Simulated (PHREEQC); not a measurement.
Dissolve 0.17 mol/kgw HF, 0.044 mol/kgw NaF, 0.0059 mol/kgw (NH4)2SiF6 and 0.00087 mol/kgw H2SO4 at 82 °C. Closed to the air; pH follows from the charge balance.

All values are PHREEQC results (ion-association model, phreeqc.dat), not measurements.

Each row changes one thing in this solution. This is a speciation only: nothing precipitates in the calculation.

| case | pH | ionic strength (mol/kgw) | F- (mol/kgw) | HF2- (mol/kgw) | NH3 (mol/kgw) |
|---|---|---|---|---|---|
| as made | 2.79 | 0.0637 | 0.0267 | 0.0173 | 8.89e-8 |
| NaF left out | 2.08 | 0.0275 | 0.00500 | 0.00337 | 1.91e-8 |
| NaF from 0.044 to 0.088 mol/kgw | 3.11 | 0.106 | 0.0540 | 0.0318 | 1.73e-7 |
| H2SO4 left out | 2.81 | 0.0631 | 0.0277 | 0.0177 | 9.39e-8 |
| (NH4)2SiF6 replaced by NH4HCO3 at the same molality | 2.88 | 0.0515 | 0.0305 | 0.0189 | 5.60e-8 |

At this temperature some constants are extrapolated from 25 °C, and those without enthalpy data are left unchanged. SiF6-2 is the database's only silicon fluoride.
